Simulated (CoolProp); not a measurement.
Hydrogen chloride along the isobar 5820 kPa: density (kg/m³) from the reference equation and from simpler models built on Tc = 324.7 K, pc = 8314 kPa, ω = 0.130; each cubic takes its own stable root.

Values from CoolProp's reference Helmholtz-energy equation of state, Thol 2018.

| T (K) | phase | reference |
|---|---|---|
| 216.9 | liquid | 1120 |
| 246.1 | liquid | 1037 |
| 275.4 | liquid | 934.9 |
| 304.6 | liquid | 775.5 |
| 333.9 | gas | 106.7 |
| 363.2 | gas | 87.70 |
| 392.4 | gas | 76.39 |
| 421.7 | gas | 68.37 |
| 451 | gas | 62.22 |
| 480.2 | gas | 57.28 |

Task: How far does each simpler model (Redlich-Kwong, Soave-Redlich-Kwong, Peng-Robinson) lie from the reference over these 10 states: mean and median of the absolute difference, and the worst?

Result: 
- Redlich-Kwong: mean 7.4 %, median 1.9 %, worst -23.2 % at 304.6 K and 5820 kPa
- Soave-Redlich-Kwong: mean 7.4 %, median 2.5 %, worst -20.8 % at 304.6 K and 5820 kPa
- Peng-Robinson: mean 1.9 %, median 0.5 %, worst -10.8 % at 304.6 K and 5820 kPa
